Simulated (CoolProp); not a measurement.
CHF3 (R23) along the isotherm -116.35 °C: fugacity coefficient from the reference equation and from simpler models built on Tc = 26.1 °C, pc = 4.832 MPa, ω = 0.263; each cubic takes its own stable root.

Model: reference Helmholtz-energy equation of state, Penoncello 2003, in CoolProp.

| p (MPa) | phase | reference | Soave-Redlich-Kwong | Peng-Robinson |
|---|---|---|---|---|
| 0.483 | liquid | 0.01731 | 0.01653 | 0.01751 |
| 0.966 | liquid | 0.008799 | 0.008427 | 0.008909 |
| 1.45 | liquid | 0.005960 | 0.005724 | 0.006039 |
| 1.93 | liquid | 0.004551 | 0.004384 | ? |
| 2.42 | liquid | 0.003691 | 0.003566 | 0.003746 |
| 2.9 | liquid | 0.003131 | ? | 0.003180 |
| 3.38 | liquid | 0.002731 | 0.002653 | 0.002775 |
| 3.87 | liquid | 0.002425 | 0.002363 | 0.002466 |
| 4.35 | liquid | 0.002193 | 0.002143 | 0.002232 |
| 4.83 | liquid | 0.002008 | 0.001968 | 0.002045 |
| 5.31 | liquid | 0.001856 | 0.001825 | 0.001892 |
| 5.8 | liquid | 0.001728 | ? | 0.001763 |
| 6.28 | liquid | 0.001622 | 0.001604 | 0.001656 |
| 6.76 | liquid | 0.001532 | 0.001519 | 0.001565 |
| 7.25 | liquid | 0.001452 | 0.001444 | 0.001485 |

Problem. Fill in the missing entries.

Solution. 
- 1.93, Peng-Robinson: 0.004615
- 2.9, Soave-Redlich-Kwong: 0.003034
- 5.8, Soave-Redlich-Kwong: 0.001704
